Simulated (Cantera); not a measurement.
An adiabatic, constant-pressure homogeneous reactor starts with 3.50 % CH4, 8.04 % O2, 88.5 % N2, equivalence ratio 0.87, at 1050 K and 8.60 bar.

Computed with Cantera and GRI-Mech 3.0 (53 species, 325 reactions).

x: mole fraction; the columns are a selection and need not sum to one.

| t (s) | T (K) | x CH4 | x O2 | x C2H | x OH | x HO2 |
|---|---|---|---|---|---|---|
| 1.00e-6 | 1050 | 0.0350 | 0.0804 | <1e-12 | <1e-12 | 4.29e-11 |
| 3.39e-6 | 1050 | 0.0350 | 0.0804 | <1e-12 | <1e-12 | 1.45e-10 |
| 1.15e-5 | 1050 | 0.0350 | 0.0804 | <1e-12 | <1e-12 | 4.92e-10 |
| 3.89e-5 | 1050 | 0.0350 | 0.0804 | <1e-12 | <1e-12 | ___ |
| 0.000132 | 1050 | 0.0350 | 0.0804 | <1e-12 | 1.51e-12 | ___ |
| 0.000447 | 1050 | 0.0350 | 0.0804 | <1e-12 | 6.52e-12 | ___ |
| 0.00152 | 1050 | 0.0350 | 0.0804 | <1e-12 | 3.55e-11 | ___ |
| 0.00514 | 1050 | 0.0350 | 0.0804 | <1e-12 | 1.29e-10 | ___ |
| 0.0174 | 1050 | 0.0349 | 0.0804 | <1e-12 | 2.26e-10 | ___ |
| 0.0590 | 1051 | 0.0348 | 0.0803 | <1e-12 | 1.22e-9 | ___ |
| 0.200 | 1823 | <1e-12 | 0.0105 | <1e-12 | 0.000183 | ___ |

Problem. Fill in the missing entries.

Solution. 
- 3.89e-5, x HO2: 1.66e-9
- 0.000132, x HO2: 5.55e-9
- 0.000447, x HO2: 1.79e-8
- 0.00152, x HO2: 5.18e-8
- 0.00514, x HO2: 1.06e-7
- 0.0174, x HO2: 2.02e-7
- 0.0590, x HO2: 8.77e-7
- 0.200, x HO2: 1.96e-7
